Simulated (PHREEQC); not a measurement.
A solution holds 2.5 mmol/kgw H2SO4, 0.33 mmol/kgw LiCl and 32 mmol/kgw Na2SO4, at 25 °C. It is in equilibrium with CO2 at log p = -3.5 (atm). Otherwise closed; pH follows from the charge balance.

Computed with PHREEQC (Pitzer model, pitzer.dat).

Precipitation was switched off in this run.

Question: Estimate the pH, specific conductance.

Answer: pH 2.74; specific conductance 7120 µS/cm.

Question: In which forms is S present?

Answer: SO4-2 93 %, HSO4- 7.2 % of the S.
